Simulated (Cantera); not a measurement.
## Equilibrium for thermal oxidation and active oxidation of silicon: Si + O2 + H2

A closed system holds: 1 mol Si, 0.76 mol O2, 520 mol H2, held at 1723.15 K and 10.0 Pa.

Method: chemical equilibrium by Gibbs-energy minimisation in Cantera with the NASA 1993 tables (ideal gas, pure condensed phases). Candidate condensed phases: H2O, Si, SiO2; 18 gas species. Rates play no part.

The x(H2) comes out as 0.979. The x(H) is 0.0181, the x(SiO) comes out as 0.00190 and the x(H2O) is 0.000988. The gas amount comes out as 525.8 mol and the log10 activity of Si(l) (absent) is -6.52.
